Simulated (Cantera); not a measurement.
Equilibrium for abatement and gas-phase synthesis: NH3 + SO2 + H2

Feed: 1 mol NH3, 0.018 mol SO2, 0.34 mol H2, held at 2100 K and 0.133 bar.

These are equilibrium values from Cantera (NASA tables, ideal gas, pure condensed phases), not measurements of a reactor. Candidate condensed phases: H2O, H2SO4, S; 35 gas species. Equilibrium is a limit: real reactors are often held back by kinetics, nucleation or transport.

```yaml
x(H2): 0.758
x(N2): 0.212
x(H2O): 0.0152
x(H): 0.00743
x(H2S): 0.00349
x(SH): 0.00213
x(S2): 0.000765
x(S): 0.000450
x(SO): 4.86e-5
gas_amount: 2.354 mol
log10 activity of S(l) (absent): -3.62
```
